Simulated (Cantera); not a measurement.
An adiabatic, constant-pressure homogeneous reactor starts with CH₄ : O₂ : N₂ = 1 : 2.86 : 10.7 (molar parts), equivalence ratio 0.70, at 1275 K and 3750 Torr.

Detailed kinetics in Cantera: GRI-Mech 3.0 (53 species, 325 reactions).

### Question
Predict: time of steepest temperature rise; temperature at 2.00 s; equilibrium temperature; x(O₂) at 2.00 s; x(HO₂) at 2.00 s; x(OH) at 2.00 s.

### Answer
| Property | Result |
|---|---|
| time of steepest temperature rise | 3.28 ms |
| temperature at 2.00 s | 2540 K |
| equilibrium temperature | 2540 K |
| x(O₂) at 2.00 s | 0.0533 (gas-phase equilibrium 0.0533) |
| x(HO₂) at 2.00 s | 9.65e-6 (gas-phase equilibrium 9.65e-6) |
| x(OH) at 2.00 s | 0.00887 (gas-phase equilibrium 0.00887) |
